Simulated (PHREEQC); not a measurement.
Consider water at 25 °C with 0.00046 mol/kgw CdCl2, 0.00064 mol/kgw CaCl2, 9e-06 mol/kgw H2SO4 and 0.00027 mol/kgw NaCl. Closed to the air; pH follows from the charge balance.

Computed with PHREEQC (ion-association model, phreeqc.dat).

Question: The ionic strength comes out as 0.00345 mol/kgw. What activity coefficients do Ca+2, Cd+2, CdCl+, SO4-2, Na+ get?

Answer: Ca+2 0.78, Cd+2 0.77, CdCl+ 0.94, SO4-2 0.78, Na+ 0.94.

Precipitation was switched off in this run. Species that the database lacks are ignored.
